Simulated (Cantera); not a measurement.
## Premixed flame

A freely propagating, adiabatic, planar premixed flame of 9.43 % CH₄, 2.83 % H₂, 18.4 % O₂, 69.3 % N₂, equivalence ratio 1.1, unburnt at 350 K and 4.84 atm; mixture-averaged transport, grid criteria slope 0.08 and curve 0.16, no radiation.

Cantera simulation using GRI-Mech 3.0 (53 species, 325 reactions); the numbers are that mechanism's predictions, not measurements. Burning velocities carry a grid error of a few per cent, more on coarse grids.

```csv
z (mm),T (K),u (m/s),x CH₄,x H₂,x O₂,x CH₃,x H₂O₂,x HCN
-0.383,350,0.305,0.0943,0.0281,0.184,<1e-8,3.20e-8,<1e-8
-0.255,354,0.309,0.0942,0.0278,0.184,<1e-8,4.96e-7,<1e-8
-0.191,370,0.322,0.0934,0.0273,0.183,2.62e-8,2.66e-6,1.47e-8
-0.128,480,0.419,0.0874,0.0264,0.176,5.17e-7,1.91e-5,1.97e-7
-0.0638,1004,0.885,0.0580,0.0251,0.132,0.000106,6.61e-5,1.97e-6
-0.0319,1459,1.29,0.0306,0.0245,0.0870,0.000961,2.35e-5,4.36e-6
0,1873,1.67,0.00631,0.0222,0.0387,0.00155,2.51e-6,8.01e-6
0.0319,2044,1.81,0.000310,0.0177,0.0142,0.000174,7.18e-7,6.96e-6
0.0638,2103,1.86,8.31e-6,0.0159,0.00735,5.89e-6,4.99e-7,2.83e-6
0.128,2163,1.90,1.46e-8,0.0151,0.00397,1.23e-8,3.39e-7,4.64e-7
0.255,2214,1.95,<1e-8,0.0141,0.00205,<1e-8,2.01e-7,3.41e-8
0.510,2248,1.97,<1e-8,0.0133,0.000879,<1e-8,9.98e-8,<1e-8
1.02,2265,1.98,<1e-8,0.0129,0.000359,<1e-8,4.62e-8,<1e-8
```
x: mole fraction of selected species; z is measured from the peak of heat release.

| Quantity | Value |
|---|---|
| laminar burning velocity | 30.5 cm/s |
| thermal thickness | 0.128 mm |
| peak x(CH₃) | 0.00178 |
| peak x(H₂O₂) | 6.62e-5 |
| peak x(HCN) | 8.73e-6 |
| grid points | 151 |
